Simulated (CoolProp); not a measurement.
Vapour-liquid equilibrium of carbon dioxide (1) + R142b (2) at 229.7 K; x and y are mole fractions of (1).

The numbers come from the multi-fluid Helmholtz-energy mixture model, Span 1996 and Lemmon 2006; pair parameters Bell 2016 in CoolProp.

Give the bubble pressure and the first vapour's composition at x = 0.125, 0.2, 0.35. Is there an azeotrope?

x = 0.125: 0.1160 MPa, y = 0.847; x = 0.2: 0.1829 MPa, y = 0.910; x = 0.35: 0.3237 MPa, y = 0.957. No azeotrope shows between x = 0.05 and 0.95.

Pair parameters are fitted to limited data, so mixtures are less certain than the pure fluids. The gap from Raoult's law changes sign with composition, which may be real or a fault of the pair parameters; it wasn't checked against measurements.
